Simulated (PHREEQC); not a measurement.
Make-up at 30 °C: 0.0021 mol/kgw ZnSO4, 0.19 mol/kgw KCl and 0.0031 mol/kgw FeSO4. Closed to the air; pH follows from the charge balance.

Computed with PHREEQC (ion-association model, phreeqc.dat).

```json
[
 {"quantity": "pH", "before": "5.79", "after": "6.63"},
 {"quantity": "SO4-2 (mol/kgw)", "before": "0.00353", "after": "5.10e-5"},
 {"quantity": "Fe+2 (mol/kgw)", "before": "0.00272", "after": "3.07e-5"},
 {"quantity": "FeSO4 (mol/kgw)", "before": "0.000164", "after": "2.04e-7"},
 {"quantity": "FeOH+ (mol/kgw)", "before": "3.37e-7", "after": "5.12e-8"},
 {"quantity": "SI of Melanterite (FeSO4:7H2O)", "before": "-3.92", "after": "-6.83"}
]
```

**Question.** Name the change that produced these shifts.
(A) FeSO4 from 0.0031 to 0.00031 mol/kgw
(B) ZnSO4 replaced by H2SO4 at the same molality
(C) KCl left out
(D) KCl from 0.19 to 0.171 mol/kgw
(E) diluted 100-fold with water

**Answer.** E, diluted 100-fold with water

Precipitation was switched off in this run.
